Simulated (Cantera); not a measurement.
Feed: 1 mol HMDSO, 0.66 mol NO, equilibrated at 1948 K and 9.50 Pa.

Cantera equilibrium calculation (NASA polynomials, part measured and part estimated; ideal gas, pure solids and liquids). Candidate condensed phases: C, C₆H₆, C₇H₈, C₈H₁₈, H₂O, Si, SiC, SiO₂, Si₂N₂O, Si₃N₄; 151 gas species. The feed counts by its element totals alone. Rates play no part.

Base state: H₂ 0.719, CO 0.141, H 0.0983, N₂ 0.0273, Si 0.0110, HCN 0.00167, SiO 0.00116, C₂H₂ (acetylene) 0.000387 (mole fractions); condensed: C(graphite) + SiC(s).

Question: What changes in the equilibrium state with this change: HMDSO replaced by SiF₄?

Answer: 
```tsv
species	before	after
SiF₄	0	0.583
N₂	0.0273	0.193
O₂	<1e-9	0.183
H₂	0.719	0
CO	0.141	0
H	0.0983	0
O	<1e-9	0.0195
Si	0.0110	<1e-9
F	0	0.0108
SiF₃	0	0.00660
NO	<1e-9	0.00306
C(graphite), mol	2.47	0
SiC(s), mol	1.85	0
```
The tables' values for SiF₃, SiO₂, SiF₂ are old estimates; treat these amounts as uncertain.
